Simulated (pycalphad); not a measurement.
CALPHAD calculation (pycalphad, COST 507 light-alloy database (1999)), 1 atm. The data set is of 1999 and partly superseded. Phase fractions are per mole of atoms.

Q: Compare equilibrium and Scheil-Gulliver solidification of Hf-10.03C (at.%).

A: Both start at the liquidus, 2849 °C. In full equilibrium the last liquid goes at 2339 °C (range 510 K), and at 2327 °C the alloy holds HCP_A3. With no diffusion in the solid (Scheil-Gulliver, steps of 4 K) the liquid lasts to an invariant point at 2206 °C (range 643 K), where the last 0.14 of it freezes; the solid then holds HCP_A3 0.77, FCC_A1 0.14, BCC_A2 0.09.

```json
[
 {"last step ahead of the change, T (°C)": "2849", "liquid left there": "1.00", "liquid composition there (at.%)": "10.0 C", "solids forming below it": "FCC_A1"},
 {"last step ahead of the change, T (°C)": "2377", "liquid left there": "0.86", "liquid composition there (at.%)": "6.0 C", "solids forming below it": "HCP_A3"},
 {"last step ahead of the change, T (°C)": "2206", "liquid left there": "0.14", "liquid composition there (at.%)": "1.4 C", "solids forming below it": "BCC_A2 + HCP_A3"}
]
```
Solids once formed stay as they are in this model, so peritectic reactions do not proceed; the changes are located to one step.

FCC_A1 is fcc; BCC_A2 is bcc; HCP_A3 is hcp. The fcc model also describes the rock-salt carbide or nitride (TiC, TiN, HfC).
